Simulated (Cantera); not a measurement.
Aluminium nitride and oxide growth: AlCl₃ + N₂O + N₂

Charge: 1 mol AlCl₃, 11 mol N₂O, 1.4 mol N₂, equilibrated at 7.40 mbar.

Cantera equilibrium calculation (NASA polynomials, part measured and part estimated; ideal gas, pure solids and liquids). Candidate condensed phases: Al, AlCl₃, AlN, Al₂O₃; 24 gas species. The numbers say what is thermodynamically allowed, not how fast it happens.

```csv
T (K),x N₂,x O₂,x Cl,x NO,x O,x Cl₂,n Al₂O₃(s)
1773,0.615,0.234,0.145,0.00353,0.000528,0.00202,0.500
1823,0.614,0.233,0.146,0.00418,0.000847,0.00128,0.500
1873,0.613,0.233,0.147,0.00490,0.00133,0.000829,0.500
1923,0.612,0.232,0.148,0.00569,0.00203,0.000546,0.500
1973,0.611,0.231,0.148,0.00656,0.00303,0.000366,0.500
2023,0.610,0.229,0.148,0.00750,0.00443,0.000250,0.500
2073,0.609,0.228,0.148,0.00851,0.00637,0.000174,0.500
```
x: gas mole fraction; n: condensed amount in mol.

From 1773 K to 2073 K the condensed part is Al₂O₃(s). The main Al-bearing gas is AlCl₃ at 1773 K and AlOCl at 2073 K.
